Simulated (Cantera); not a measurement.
Input: 1 mol SiH4, 7.6 mol NH3, 26 mol N2, equilibrated at 948 K and 1.00 bar.

These are equilibrium values from Cantera (NASA tables, ideal gas, pure condensed phases), not measurements of a reactor. Candidate condensed phases: Si, Si3N4; 18 gas species. Equilibrium is a limit: real reactors are often held back by kinetics, nucleation or transport.

Base state: N2 0.685, H2 0.315, NH3 0.000122 (mole fractions); condensed: Si3N4(s).

Question: What changes in the equilibrium state with this change: SiH4 replaced by SiH2Cl2?

Answer: 
| species | before | after |
|---|---|---|
| N2 | 0.685 | 0.685 |
| H2 | 0.315 | 0.268 |
| HCl | 0 | 0.0469 |
| SiCl4 | 0 | 3.25e-5 |
| NH3 | 0.000122 | 9.61e-5 |
| Si3N4(s), mol | 0.333 | 0.333 |
Further candidate phases: NH4Cl.
